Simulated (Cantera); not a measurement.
A perfectly stirred reactor is fed with CH4 : CO : O2 : N2 = 1 : 0.043 : 3.89 : 12.1 (molar parts), at 1.00 bar; it is adiabatic with a 525 K inlet, and is followed from long to short residence time, starting on the burning branch (τ in s: 0.024, 0.012, 0.0064, 0.0033, 0.0017, 0.00088, 0.00045, 0.00023, 0.00012, 6.2e-05, 3.2e-05, 1.6e-05, 8.4e-06).

Cantera simulation using GRI-Mech 3.0 (53 species, 325 reactions); the numbers are that mechanism's predictions, not measurements.

Question: What does this change do: N2 12.1 to 17 parts?

Answer: 
```csv
quantity,before,after
"blow-out, bracketed by the residence times tried","burning at 0.230 ms, out at 0.120 ms","burning at 0.880 ms, out at 0.450 ms"
x(CH4) at τ = 24.0 ms,2.18e-5,4.63e-5
x(CO) at τ = 24.0 ms,0.000774,0.000830
x(O2) at τ = 24.0 ms,0.110,0.0855
x(H2O) at τ = 24.0 ms,0.116,0.0905
x(C2H2) at τ = 24.0 ms,1.03e-9,2.75e-9
x(CH4) at τ = 0.450 ms,0.000354,0.0456
x(CO) at τ = 0.450 ms,0.00984,0.00196
x(O2) at τ = 0.450 ms,0.113,0.177
x(H2O) at τ = 0.450 ms,0.111,<1e-12
x(C2H2) at τ = 0.450 ms,1.04e-8,<1e-12
```
